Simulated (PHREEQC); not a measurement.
Consider water at 40 °C with 0.0063 mol K2CO3 and 0.00042 mol Mn(NO3)2 per kg of water. Closed to the air; pH follows from the charge balance.

The numbers come from PHREEQC with the ion-association model, wateq4f.dat.

```yaml
pH: 10.60
ionic_strength: 0.0172 mol/kgw
total_alkalinity: 12.6 meq/kg
```

```csv
species,molality,activity,log γ
K+,0.0126,0.0110,-0.059
CO3-2,0.00458,0.00274,-0.223
HCO3-,0.00131,0.00115,-0.056
OH-,0.00130,0.00114,-0.060
NO3-,0.000840,0.000730,-0.061
MnCO3,0.000410,0.000411,0.002
MnOH+,7.02e-6,6.16e-6,-0.056
Mn+2,3.12e-6,1.89e-6,-0.218
MnHCO3+,2.21e-7,1.94e-7,-0.056
CO2,5.74e-8,5.76e-8,0.002
Mn(OH)3-,2.13e-9,1.87e-9,-0.056
```

This is a speciation only: nothing precipitates in the calculation. The solution is supersaturated, for example in Rhodochrosite, so a real one may precipitate; this is no full list. At this temperature some constants are extrapolated from 25 °C, and those without enthalpy data are left unchanged.
